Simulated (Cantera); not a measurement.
A closed system holds: 1 mol Cr, 9.2 mol NH3, 280 mol H2, held at 75.0 Torr.

Cantera equilibrium calculation (NASA polynomials, part measured and part estimated; ideal gas, pure solids and liquids). Candidate condensed phases: Cr, CrN, Cr2N; 11 gas species. Kinetics and transport are ignored.

Question: At 873 K, list the 3 most abundant gas species with their mole fractions, and the condensed phases.

Answer: H2 0.986, N2 0.0138, NH3 1.74e-5. Condensed: CrN(s).
